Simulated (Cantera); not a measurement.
An isothermal, constant-pressure homogeneous reactor starts with CH₄ : H₂O : H₂ = 1 : 0.4 : 0.068 (molar parts), at 1525 K and 0.132 atm.

Computed with Cantera and GRI-Mech 3.0 (53 species, 325 reactions). GRI-Mech 3.0 stops at C3 and has no aromatics, soot or wall deposition, so with more carbon than oxygen in the feed, carbon stays in small species such as C2H2 where larger ones or solid carbon would form.

x: mole fraction; the columns are a selection and need not sum to one.

```
t (s)      x CH₄  x H₂O    x H₂     x C₂H     x CO₂     x CH₂
--------  ------  -----  ------  --------  --------  --------
1.00e-6    0.681  0.272  0.0463    <1e-12    <1e-12    <1e-12
6.45e-6    0.681  0.272  0.0463    <1e-12    <1e-12    <1e-12
4.16e-5    0.681  0.272  0.0463    <1e-12    <1e-12  1.02e-11
0.000268   0.681  0.272  0.0464    <1e-12    <1e-12  4.08e-10
0.00173    0.680  0.272  0.0467    <1e-12    <1e-12   7.44e-9
0.0112     0.673  0.272  0.0517  2.52e-11   2.19e-9   3.18e-8
0.0721         ?  0.260       ?         ?         ?         ?
0.465          ?      ?       ?         ?         ?         ?
3.00      0.0990  0.162   0.561   2.41e-8  0.000991   1.45e-8
```

What belongs in the gaps?


- 0.0721, x CH₄: 0.596
- 0.0721, x H₂: 0.115
- 0.0721, x C₂H: 2.28e-9
- 0.0721, x CO₂: 5.78e-7
- 0.0721, x CH₂: 3.62e-8
- 0.465, x CH₄: 0.358
- 0.465, x H₂O: 0.219
- 0.465, x H₂: 0.325
- 0.465, x C₂H: 1.14e-8
- 0.465, x CO₂: 3.56e-5
- 0.465, x CH₂: 2.33e-8
